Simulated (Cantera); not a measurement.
An isothermal, constant-pressure homogeneous reactor starts with C₂H₆ : N₂ = 0.53 : 4.9 (molar parts), at 1650 K and 2.85 Torr.

Computed with Cantera and GRI-Mech 3.0 (53 species, 325 reactions). GRI-Mech 3.0 stops at C3 and has no aromatics, soot or wall deposition, so with more carbon than oxygen in the feed, carbon stays in small species such as C2H2 where larger ones or solid carbon would form. Radical loss at walls, strong at low pressure, is not modelled.

x: mole fraction; the columns are a selection and need not sum to one.

```tsv
t (s)	x C₂H₆	x H₂	x CH₃	x H	x C₂H₄	x CH₂	x C₂H
3.00e-6	0.0976	2.55e-9	0.000100	4.14e-8	7.19e-10	8.72e-12	<1e-12
1.18e-5	0.0974	3.83e-8	0.000391	1.63e-7	2.37e-8	6.27e-10	<1e-12
4.60e-5	0.0968	9.25e-7	0.00152	1.40e-6	1.11e-6	4.11e-8	<1e-12
0.000180	0.0942	6.88e-5	0.00568	3.17e-5	6.75e-5	2.04e-6	<1e-12
0.000706	0.0798	0.00416	0.0181	0.000419	0.00410	2.92e-5	(withheld)
0.00277	0.0201	0.0432	0.0304	0.00151	0.0370	7.70e-5	(withheld)
0.0108	0.000123	0.102	0.00542	0.00102	0.0199	1.95e-5	(withheld)
0.0425	1.25e-5	0.124	0.00157	0.000391	0.00457	3.34e-6	(withheld)
0.166	3.81e-6	0.132	0.000779	0.000235	0.000574	1.11e-6	(withheld)
0.652	1.60e-6	0.139	0.000485	0.000195	0.000188	5.84e-7	(withheld)
2.55	5.70e-7	0.150	0.000297	0.000236	6.19e-5	4.22e-7	(withheld)
10.0	5.58e-8	0.160	0.000104	0.000381	8.41e-6	2.35e-7	(withheld)
```

Task: Some entries are withheld; supply them.

Result: 
- 0.000706, x C₂H: 3.02e-9
- 0.00277, x C₂H: 1.00e-6
- 0.0108, x C₂H: 2.10e-6
- 0.0425, x C₂H: 9.12e-7
- 0.166, x C₂H: 5.53e-7
- 0.652, x C₂H: 4.51e-7
- 2.55, x C₂H: 5.31e-7
- 10.0, x C₂H: 8.38e-7
